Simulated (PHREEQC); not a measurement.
Buffer

Dissolve 21 mmol/kgw NaHSO4, 1.3 mmol/kgw KOH and 0.032 mmol/kgw LiCl at 25 °C. Closed to the air; pH follows from the charge balance.

Model: ion-association model, phreeqc.dat, run in PHREEQC.

Each row changes one thing in this solution. Precipitation was switched off in this run.

```csv
case,pH,ionic strength (mol/kgw),SO4-2 (mol/kgw),HSO4- (mol/kgw),NaSO4- (mol/kgw),KSO4- (mol/kgw),SI of Halite (NaCl),SI of Sylvite (KCl)
as made,1.98,0.0467,0.0129,0.00747,0.000616,5.21e-5,-7.92,-8.47
temperature from 25 to 85 °C,2.21,0.0368,0.00790,0.0125,0.000510,7.37e-5,-7.97,-8.73
NaHSO4 from 0.021 to 0.042 mol/kgw,1.74,0.0848,0.0214,…,0.00169,7.07e-5,-7.67,-8.52
LiCl from 3.2e-05 to 3.52e-05 mol/kgw,1.98,0.0468,0.0129,0.00747,0.000616,5.21e-5,-7.88,…
LiCl replaced by SrCl2 at the same molality,1.98,0.0468,0.0129,0.00747,…,5.21e-5,-7.62,-8.17
```

**Question.** Fill in the missing entries.

**Answer.** 
- NaHSO4 from 0.021 to 0.042 mol/kgw, HSO4- (mol/kgw): 0.0188
- LiCl from 3.2e-05 to 3.52e-05 mol/kgw, SI of Sylvite (KCl): -8.43
- LiCl replaced by SrCl2 at the same molality, NaSO4- (mol/kgw): 0.000615

At this temperature some constants are extrapolated from 25 °C, and those without enthalpy data are left unchanged.
